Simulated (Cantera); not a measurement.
An isothermal, constant-pressure homogeneous reactor starts with CH₄ : H₂O = 1 : 1.4 (molar parts), at 1725 K and 2.20 bar. Integrator tolerance rtol = 1e-08.

Model: GRI-Mech 3.0 (53 species, 325 reactions), integrated in Cantera.

**Question.** What does this change do: temperature 1725 to 1200 K?

**Answer.** 
```tsv
quantity	before	after
x(CH₄) at 50.0 s	1.57e-6 (gas-phase equilibrium 1.72e-6)	0.391 (gas-phase equilibrium 0.00179)
x(H₂O) at 50.0 s	0.0833 (gas-phase equilibrium 0.0834)	0.574 (gas-phase equilibrium 0.0763)
x(CH₂CO) at 50.0 s	4.52e-11 (gas-phase equilibrium 4.94e-11)	2.00e-6 (gas-phase equilibrium 5.04e-10)
x(C₂H) at 50.0 s	<1e-12 (gas-phase equilibrium <1e-12)	<1e-12 (gas-phase equilibrium <1e-12)
x(CH₂O) at 50.0 s	1.40e-7 (gas-phase equilibrium 1.40e-7)	1.81e-7 (gas-phase equilibrium 1.57e-7)
x(CH₃) at 50.0 s	4.84e-9 (gas-phase equilibrium 5.29e-9)	1.60e-6 (gas-phase equilibrium 5.47e-9)
```
